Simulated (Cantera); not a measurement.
AlCl3 + N2O + H2 (aluminium nitride and oxide growth)

Feed: 1 mol AlCl3, 0.73 mol N2O, 9.7 mol H2, held at 16.0 mbar.

These are equilibrium values from Cantera (NASA tables, ideal gas, pure condensed phases), not measurements of a reactor. Candidate condensed phases: Al, AlCl3, AlN, Al2O3, H2O, NH4Cl; 45 gas species. The tables' values for AlCl2, AlOH are old estimates; treat these amounts as uncertain. Condensed phases not in the tables: AlOCl. Kinetics and transport are ignored.

```tsv
T (K)	log p H2	log p HCl	log p N2	log p H	log p AlCl3	log p AlCl	log p Cl	n Al2O3(s)
673	-1.91	-2.70	-3.00	<-13	-3.20	<-13	<-13	0.243
873	-1.91	-2.70	-3.00	-11.29	-3.15	-12.58	-12.08	0.243
1073	-1.91	-2.70	-3.00	-8.81	-3.15	-8.78	-9.64	0.243
1273	-1.91	-2.70	-3.00	-7.10	-3.16	-6.20	-7.96	0.243
1473	-1.91	-2.67	-3.00	-5.85	-3.21	-4.43	-6.71	0.243
1673	-1.93	-2.58	-3.01	-4.91	-3.55	-3.56	-5.66	0.243
1873	-1.95	-2.52	-3.02	-4.16	-4.24	-3.29	-4.85	0.242
2073	-1.96	-2.51	-3.02	-3.56	-5.03	-3.21	-4.24	0.234
2273	-1.99	-2.54	-3.03	-3.07	-5.75	-3.16	-3.77	0.202
```
log p: log10 of the partial pressure in bar; n: condensed amount in mol.

From 673 K to 2273 K the condensed part is Al2O3(s). The main Al-bearing gas is AlCl3 at 673 K and AlCl at 2273 K.
